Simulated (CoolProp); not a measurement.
Cyclopentane along the isotherm 286.7 K: Z from the reference equation and from simpler models built on Tc = 511.7 K, pc = 4583 kPa, ω = 0.202; each cubic takes its own stable root.

Model: reference Helmholtz-energy equation of state, Gedanitz 2015, in CoolProp.

```tsv
p (kPa)	phase	reference
3530	liquid	0.1376
7050	liquid	0.2738
10600	liquid	0.4100
14100	liquid	0.5435
17600	liquid	0.6760
21200	liquid	0.8115
24700	liquid	0.9424
28200	liquid	1.073
31700	liquid	1.202
35300	liquid	1.335
38800	liquid	1.463
42300	liquid	1.590
45800	liquid	1.717
```

How far does each simpler model (van der Waals, Redlich-Kwong, Soave-Redlich-Kwong, Peng-Robinson) lie from the reference over these 13 states: mean and median of the absolute difference, and the worst?


- van der Waals: mean 51.3 %, median 50.7 %, worst +55.8 % at 286.7 K and 3530 kPa
- Redlich-Kwong: mean 5.0 %, median 4.9 %, worst +6.1 % at 286.7 K and 3530 kPa
- Soave-Redlich-Kwong: mean 3.8 %, median 3.7 %, worst +4.3 % at 286.7 K and 3530 kPa
- Peng-Robinson: mean 7.5 %, median 7.5 %, worst -7.6 % at 286.7 K and 24700 kPa
